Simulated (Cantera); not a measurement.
An adiabatic, constant-pressure homogeneous reactor starts with H₂ : O₂ : N₂ = 1 : 1.56 : 6.72 (molar parts), at 1300 K and 101000 Pa. Integrator tolerance rtol = 1e-08.

Computed with Cantera and GRI-Mech 3.0 (53 species, 325 reactions).

Q: What does this change do: constant volume in place of constant pressure?

A: 
```csv
quantity,before,after
time of steepest temperature rise,35.9 µs,35.6 µs
temperature at 4.00 s,2040 K,2201 K
equilibrium temperature,2039 K,2201 K
x(H₂) at 4.00 s,0.000128 (gas-phase equilibrium 0.000127),0.000298 (gas-phase equilibrium 0.000298)
x(O₂) at 4.00 s,0.117 (gas-phase equilibrium 0.117),0.115 (gas-phase equilibrium 0.115)
x(OH) at 4.00 s,0.00228 (gas-phase equilibrium 0.00226),0.00403 (gas-phase equilibrium 0.00403)
x(H₂O) at 4.00 s,0.113 (gas-phase equilibrium 0.113),0.111 (gas-phase equilibrium 0.111)
x(NO) at 4.00 s,0.00586 (gas-phase equilibrium 0.00627),0.00921 (gas-phase equilibrium 0.00921)
x(H) at 4.00 s,2.41e-5 (gas-phase equilibrium 2.39e-5),7.72e-5 (gas-phase equilibrium 7.72e-5)
```

Q: What does this change do: pressure from 101000 Pa to 550000 Pa?

A: 
```tsv
quantity	before	after
time of steepest temperature rise	35.9 µs	8.42 µs
temperature at 4.00 s	2040 K	2044 K
equilibrium temperature	2039 K	2044 K
x(H₂) at 4.00 s	0.000128 (gas-phase equilibrium 0.000127)	5.67e-5 (gas-phase equilibrium 5.67e-5)
x(O₂) at 4.00 s	0.117 (gas-phase equilibrium 0.117)	0.117 (gas-phase equilibrium 0.117)
x(OH) at 4.00 s	0.00228 (gas-phase equilibrium 0.00226)	0.00152 (gas-phase equilibrium 0.00152)
x(H₂O) at 4.00 s	0.113 (gas-phase equilibrium 0.113)	0.113 (gas-phase equilibrium 0.113)
x(NO) at 4.00 s	0.00586 (gas-phase equilibrium 0.00627)	0.00635 (gas-phase equilibrium 0.00636)
x(H) at 4.00 s	2.41e-5 (gas-phase equilibrium 2.39e-5)	7.07e-6 (gas-phase equilibrium 7.07e-6)
```
The hydrogen kinetics of GRI-Mech 3.0 are dated; newer H2 mechanisms differ, most at raised pressure.
